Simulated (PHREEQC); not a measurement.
Solution A (2.9 mmol/kgw HF, 12 mmol/kgw NaF and 7.8 mmol/kgw H3PO4) is mixed with solution B (4.5 mmol/kgw NiSO4 and 41 mmol/kgw H2SO4) at 35 °C; shares are by mass of water, 1 kg in all. O2 is buffered at 0.21 atm. The system is closed to CO2. Precipitation was switched off in this run.

Computed with PHREEQC (ion-association model, wateq4f.dat).

| share of solution B | pH | H2PO4- (mol/kgw) | HF (mol/kgw) | HSO4- (mol/kgw) |
|---|---|---|---|---|
| 0 | 3.05 | 0.00689 | 0.00835 | 0 |
| 0.05 | 2.75 | 0.00588 | 0.00995 | 0.000285 |
| 0.1 | 2.50 | 0.00481 | 0.0106 | 0.000898 |
| 0.15 | 2.30 | 0.00388 | 0.0107 | 0.00185 |
| 0.2 | 2.16 | 0.00314 | 0.0104 | 0.00306 |
| 0.25 | 2.04 | 0.00257 | 0.0100 | 0.00446 |
| 0.3 | 1.95 | 0.00212 | 0.00949 | 0.00599 |
| 0.35 | 1.87 | 0.00177 | 0.00891 | 0.00761 |
| 0.4 | 1.80 | 0.00148 | 0.00830 | 0.00930 |
| 0.45 | 1.75 | 0.00124 | 0.00767 | 0.0110 |
| 0.5 | 1.70 | 0.00104 | 0.00701 | 0.0128 |
| 0.55 | 1.65 | 0.000871 | 0.00635 | 0.0147 |
| 0.6 | 1.61 | 0.000723 | 0.00567 | 0.0165 |
| 0.65 | 1.57 | 0.000594 | 0.00499 | 0.0184 |
| 0.7 | 1.54 | 0.000480 | 0.00429 | 0.0203 |
| 0.75 | 1.51 | 0.000379 | 0.00359 | 0.0222 |
| 0.8 | 1.48 | 0.000288 | 0.00289 | 0.0241 |
| 0.85 | 1.45 | 0.000206 | 0.00217 | 0.0261 |
| 0.9 | 1.43 | 0.000131 | 0.00145 | 0.0280 |
| 0.95 | 1.40 | 6.27e-5 | 0.000729 | 0.0300 |
| 1 | 1.38 | 0 | 0 | 0.0320 |

H3PO4, which wateq4f.dat lacks, is added to it with the constant of phreeqc.dat. The database has no phosphate complexes of Ni.
